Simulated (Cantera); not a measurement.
Gas mixture: O₂ : CO₂ : N₂O = 0.34 : 0.15 : 0.42 (molar parts), at 0.150 Torr, frozen composition.

Cantera's kinetic-theory transport with the Lennard-Jones parameters of GRI-Mech 3.0, ideal gas; thermal conductivity in the multicomponent form.

D: mixture-averaged diffusion coefficient of that species in the mixture.

```csv
T (K),ρ (kg/m³),cp (J/kg/K),μ (µPa s),λ (mW/m/K),Pr,D (cm²/s) NO,D (cm²/s) H₂,D (cm²/s) H₂O
400,0.000238,955.6,21.4,28.0,0.729,1440,5870,1640
500,0.000190,1016,25.6,35.6,0.731,2130,8590,2520
600,0.000158,1067,?,?,0.732,?,?,?
700,0.000136,1110,33.1,50.2,0.732,3800,15100,4750
800,0.000119,1146,36.5,57.1,0.732,4770,18900,6060
900,0.000106,1176,39.7,63.7,0.733,5810,23000,7490
1000,9.51e-5,1201,42.7,?,0.732,?,?,?
```

**Question.** Fill in the missing entries.

**Answer.** 
- 600, μ (µPa s): 29.5
- 600, λ (mW/m/K): 43.0
- 600, D (cm²/s) NO: 2920
- 600, D (cm²/s) H₂: 11700
- 600, D (cm²/s) H₂O: 3560
- 1000, λ (mW/m/K): 70.0
- 1000, D (cm²/s) NO: 6940
- 1000, D (cm²/s) H₂: 27400
- 1000, D (cm²/s) H₂O: 9040
